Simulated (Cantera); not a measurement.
Charge: 1 mol SiCl4, 0.56 mol Cl2, 9.3 mol H2, equilibrated at 800 K and 160000 Pa.

Method: chemical equilibrium by Gibbs-energy minimisation in Cantera with the NASA 1993 tables (ideal gas, pure condensed phases). Candidate condensed phases: Si; 19 gas species. Rates play no part.

Base state: H2 0.804, HCl 0.104, SiCl4 0.0914, SiHCl3 0.000641 (mole fractions); condensed: gas only.

**Question.** What changes in the equilibrium state with this change: 0.76 mol O2 added?

**Answer.** 
```csv
species,before,after
H2,0.804,0.621
HCl,0.104,0.358
SiCl4,0.0914,0.0206
SiHCl3,0.000641,3.23e-5
"SiO2(α-quartz), mol",0,0.760
```
Further candidate phases: H2O, SiO2.

**Question.** What changes in the equilibrium state with this change: temperature from 800 K to 1023.15 K?

**Answer.** 
```
species    before     after
-------  --------  --------
H2          0.804     0.799
HCl         0.104     0.109
SiCl4      0.0914    0.0865
SiCl3     3.91e-7  0.000111
SiH2Cl2   3.63e-7   3.72e-5
SiHCl3   0.000641   0.00539
```
The tables' values for SiCl3 are old estimates; treat these amounts as uncertain.
